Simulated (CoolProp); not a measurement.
Model: reference Helmholtz-energy equation of state, Lemmon 2006, in CoolProp. It is a short technical equation, of lower accuracy than the large ones.

### Question
For R142b, give the phase and the cv (kJ/(kg K)), Joule-Thomson coefficient (K/MPa), viscosity (µPa s), conductivity (mW/(m K)) at 470 K and 270 kPa; 470 K and 1620 kPa.

### Answer
- 470 K and 270 kPa: gas; cv 1.00, Joule-Thomson coefficient 6.71, viscosity 16.2, conductivity 25.1
- 470 K and 1620 kPa: gas; cv 1.02, Joule-Thomson coefficient 7.22, viscosity 16.7, conductivity 26.2

Viscosity comes from a separate model (Huber 2003), an estimate that may be off by 10 % or more. Thermal conductivity comes from a separate model (Huber 2003), an estimate that may be off by 10 % or more.
